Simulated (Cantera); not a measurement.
## Dilute partial oxidation

A perfectly stirred reactor is fed with 2.52 % CH₂O, 0.427 % O₂, 97.0 % N₂, equivalence ratio 5.9, at 3.70 bar; it is held at 1350 K, and followed from long to short residence time.

Cantera simulation using GRI-Mech 3.0 (53 species, 325 reactions); the numbers are that mechanism's predictions, not measurements.

```csv
τ (s),x CH₂O,x O₂,x OH,x CO,x H
29,1.78e-7,1.18e-6,3.56e-8,0.0217,7.93e-6
6.9,3.85e-7,2.58e-6,6.95e-8,0.0217,1.54e-5
1.6,8.69e-7,5.87e-6,1.35e-7,0.0218,2.93e-5
0.38,1.99e-6,1.35e-5,2.56e-7,0.0218,5.38e-5
0.089,4.74e-6,3.19e-5,4.95e-7,0.0220,9.65e-5
0.021,1.17e-5,7.77e-5,9.85e-7,0.0224,0.000165
0.0049,3.34e-5,0.000210,1.99e-6,0.0229,0.000247
0.0011,0.000153,0.000746,3.72e-6,0.0235,0.000236
0.00027,0.00554,0.00253,1.91e-6,0.0189,1.87e-5
```
x: mole fraction; the columns are a selection and need not sum to one.
